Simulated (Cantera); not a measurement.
An adiabatic, constant-pressure homogeneous reactor starts with H₂ : O₂ : N₂ = 1 : 0.633 : 6.96 (molar parts), equivalence ratio 0.79, at 1325 K and 1.30 bar. Integrator tolerance rtol = 1e-08.

Cantera simulation using the H2/O2 subset of GRI-Mech 3.0, which has no nitrogen chemistry; the numbers are that mechanism's predictions, not measurements.

**Question.** What does this change do: pressure from 1.30 bar to 1.00 bar?

**Answer.** 
| quantity | before | after |
|---|---|---|
| time of steepest temperature rise | 43.0 µs | 55.5 µs |
| temperature at 1.00 s | 2140 K | 2138 K |
| equilibrium temperature | 2140 K | 2138 K |
| x(H₂) at 1.00 s | 0.000654 (gas-phase equilibrium 0.000654) | 0.000738 (gas-phase equilibrium 0.000738) |
| x(O₂) at 1.00 s | 0.0161 (gas-phase equilibrium 0.0161) | 0.0161 (gas-phase equilibrium 0.0161) |
| x(H₂O) at 1.00 s | 0.122 (gas-phase equilibrium 0.122) | 0.122 (gas-phase equilibrium 0.122) |
| x(O) at 1.00 s | 0.000204 (gas-phase equilibrium 0.000204) | 0.000231 (gas-phase equilibrium 0.000231) |
| x(OH) at 1.00 s | 0.00211 (gas-phase equilibrium 0.00211) | 0.00224 (gas-phase equilibrium 0.00224) |

**Question.** What does this change do: pressure from 1.30 bar to 30.0 bar?

**Answer.** 
```tsv
quantity	before	after
time of steepest temperature rise	43.0 µs	24.0 µs
temperature at 1.00 s	2140 K	2149 K
equilibrium temperature	2140 K	2149 K
x(H₂) at 1.00 s	0.000654 (gas-phase equilibrium 0.000654)	0.000146 (gas-phase equilibrium 0.000146)
x(O₂) at 1.00 s	0.0161 (gas-phase equilibrium 0.0161)	0.0162 (gas-phase equilibrium 0.0162)
x(H₂O) at 1.00 s	0.122 (gas-phase equilibrium 0.122)	0.123 (gas-phase equilibrium 0.123)
x(O) at 1.00 s	0.000204 (gas-phase equilibrium 0.000204)	4.55e-5 (gas-phase equilibrium 4.55e-5)
x(OH) at 1.00 s	0.00211 (gas-phase equilibrium 0.00211)	0.00101 (gas-phase equilibrium 0.00101)
```
The hydrogen kinetics of GRI-Mech 3.0 are dated; newer H2 mechanisms differ, most at raised pressure. The pressure lies above the range GRI-Mech 3.0 was tuned for (to about 10 atm).
